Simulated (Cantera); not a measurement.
Input: 1 mol Si3N4, 0.04 mol C, 0.14 mol H2, at 0.413 Torr.

Method: chemical equilibrium by Gibbs-energy minimisation in Cantera with the NASA 1993 tables (ideal gas, pure condensed phases). Candidate condensed phases: C, C6H6, C7H8, C8H18, Si, SiC, Si3N4; 105 gas species. Mutual solubility and eutectic melting of coexisting phases are not modelled. The tables' values for SiN are old estimates; treat these amounts as uncertain. The numbers say what is thermodynamically allowed, not how fast it happens.

x: gas mole fraction; n: condensed amount in mol.

| T (K) | x N2 | x Si | x H2 | x H | x Si2C | n Si(s) | n SiC(s) | n Si(l) |
|---|---|---|---|---|---|---|---|---|
| 1648 | 0.934 | 0.000468 | 0.0649 | 0.000967 | ? | 2.96 | 0.0400 | 0 |
| 1798 | 0.927 | 0.00561 | 0.0630 | 0.00377 | ? | 0 | 0.0398 | 2.95 |
| 1948 | 0.888 | 0.0422 | 0.0563 | 0.0114 | ? | 0 | 0.0376 | 2.86 |
| 2098 | 0.686 | 0.237 | 0.0353 | 0.0247 | ? | 0 | 0.0106 | 2.21 |
| 2248 | 0.388 | 0.553 | 0.0107 | 0.0324 | ? | 0 | 0 | 0 |
| 2398 | 0.383 | 0.559 | 0.00437 | 0.0444 | ? | 0 | 0 | 0 |
| 2548 | 0.380 | 0.562 | 0.00144 | 0.0500 | ? | 0 | 0 | 0 |
| 2698 | 0.378 | 0.564 | 0.000466 | 0.0519 | ? | 0 | 0 | 0 |
| 2848 | 0.377 | 0.564 | 0.000162 | 0.0525 | ? | 0 | 0 | 0 |

**Question.** Some entries are withheld; supply them.

**Answer.** 
- 1648, x Si2C: 2.04e-6
- 1798, x Si2C: 5.89e-5
- 1948, x Si2C: 0.000923
- 2098, x Si2C: 0.00964
- 2248, x Si2C: 0.00738
- 2398, x Si2C: 0.00491
- 2548, x Si2C: 0.00188
- 2698, x Si2C: 0.000585
- 2848, x Si2C: 0.000164
